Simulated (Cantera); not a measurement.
Mixture: CH4 : CO : O2 : N2 = 1 : 0.12 : 1.14 : 3.2 (molar parts), at 15800 Torr, adiabatic and at constant pressure. Ignition delay is the time to a rise of 400 K.

Cantera simulation using GRI-Mech 3.0 (53 species, 325 reactions); the numbers are that mechanism's predictions, not measurements. The pressure lies above the range GRI-Mech 3.0 was tuned for (to about 10 atm).

Task: Predict: delay at 1175 K; delay at 1375 K; delay at 1575 K; delay at 1775 K; delay at 1975 K; apparent activation energy between 1875 and 2075 K.

Result: 
```json
{
 "delay at 1175 K": "3.99 ms",
 "delay at 1375 K": "0.371 ms",
 "delay at 1575 K": "52.9 µs",
 "delay at 1775 K": "10.2 µs",
 "delay at 1975 K": "2.71 µs",
 "apparent activation energy between 1875 and 2075 K": "190 kJ/mol"
}
```
